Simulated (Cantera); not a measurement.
A freely propagating, adiabatic, planar premixed flame of 45.8 % H₂, 12.0 % O₂, 42.2 % N₂, equivalence ratio 1.9, unburnt at 475 K and 0.133 bar; mixture-averaged transport, grid criteria slope 0.08 and curve 0.16, no radiation.

Computed with Cantera and the H2/O2 subset of GRI-Mech 3.0, which has no nitrogen chemistry. Burning velocities carry a grid error of a few per cent, more on coarse grids.

### Question
Predict: laminar burning velocity; thermal thickness; peak x(OH); peak x(HO₂); peak x(O); peak x(H₂O₂).

### Answer
| Item | Result |
|---|---|
| laminar burning velocity | 494 cm/s |
| thermal thickness | 5.62 mm |
| peak x(OH) | 0.00588 |
| peak x(HO₂) | 7.37e-5 |
| peak x(O) | 0.00544 |
| peak x(H₂O₂) | 3.55e-6 |
